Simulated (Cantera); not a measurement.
A Cantera script and its output.

```python
import numpy as np
import cantera as ct

gas = ct.Solution("gri30.yaml")
gas.TPX = 1600, 680000, {'C3H8': 1, 'O2': 5.49, 'N2': 14.8}
reactor = ct.IdealGasConstPressureReactor(gas, energy="on", clone=False)
net = ct.ReactorNet([reactor])
net.rtol, net.atol = 1e-08, 1e-16
show = ['C3H8', 'O2', 'NO', 'C2H4', 'H']
times = np.geomspace(8e-06, 0.2, 10)

steps = ct.SolutionArray(gas, extra=["t"])
rows = []
print(f"{'t/s':>10s}{'T/K':>9s}{'P/Pa':>11s}" + "".join(f"{s:>11s}" for s in show))
for t in times:
    while net.time < t:
        t_next = net.step()
        steps.append(gas.state, t=t_next)
    rows.append([np.interp(t, steps.t, y) for y in (steps.T, steps.P, *steps(*show).X.T)])
    print(f"{t:10.3e}{rows[-1][0]:9.1f}{rows[-1][1]:11.4g}" + "".join(f"{x:11.3e}" for x in rows[-1][2:]))
rate = np.gradient(steps.T, steps.t)
print("integrator steps:", len(steps.t))
if steps.T.max() > steps.T[0] + 200:
    print(f"time of steepest temperature rise: {steps.t[rate.argmax()]:.4e} s")
gas.TPX = 1600, 680000, {'C3H8': 1, 'O2': 5.49, 'N2': 14.8}
gas.equilibrate("HP")
print(f"equilibrium (HP): T = {gas.T:.1f} K  " + "  ".join(f"{s} {gas[s].X[0]:.3e}" for s in show))
```

Result:

```
       t/s      T/K       P/Pa       C3H8         O2         NO       C2H4          H
 8.000e-06   1909.6    6.8e+05  1.542e-03  1.810e-01  3.233e-08  2.393e-02  1.101e-03
 2.465e-05   3047.1    6.8e+05  3.822e-40  4.301e-02  2.473e-03  1.025e-21  8.337e-03
 7.593e-05   3041.4    6.8e+05  4.462e-40  4.010e-02  9.506e-03  1.094e-21  8.115e-03
 2.339e-04   3032.3    6.8e+05  5.190e-40  3.703e-02  1.718e-02  1.169e-21  7.936e-03
 7.207e-04   3030.9    6.8e+05  5.320e-40  3.655e-02  1.840e-02  1.182e-21  7.907e-03
 2.220e-03   3030.9    6.8e+05  5.320e-40  3.654e-02  1.841e-02  1.182e-21  7.907e-03
 6.840e-03   3030.9    6.8e+05  5.320e-40  3.654e-02  1.841e-02  1.182e-21  7.907e-03
 2.107e-02   3030.9    6.8e+05  5.320e-40  3.654e-02  1.841e-02  1.182e-21  7.907e-03
 6.492e-02   3030.9    6.8e+05  5.320e-40  3.654e-02  1.841e-02  1.182e-21  7.907e-03
 2.000e-01   3030.9    6.8e+05  5.320e-40  3.654e-02  1.841e-02  1.182e-21  7.907e-03
integrator steps: 1694
time of steepest temperature rise: 8.6071e-06 s
equilibrium (HP): T = 3030.9 K  C3H8 1.048e-39  O2 3.654e-02  NO 1.841e-02  C2H4 1.311e-21  H 7.907e-03
```

Cantera simulation using GRI-Mech 3.0 (53 species, 325 reactions); the numbers are that mechanism's predictions, not measurements. GRI-Mech 3.0 was tuned for natural gas; its chemistry of propane as a main component is partial and can be far from experiment. Above 3000 K some thermodynamic fits are extrapolated.
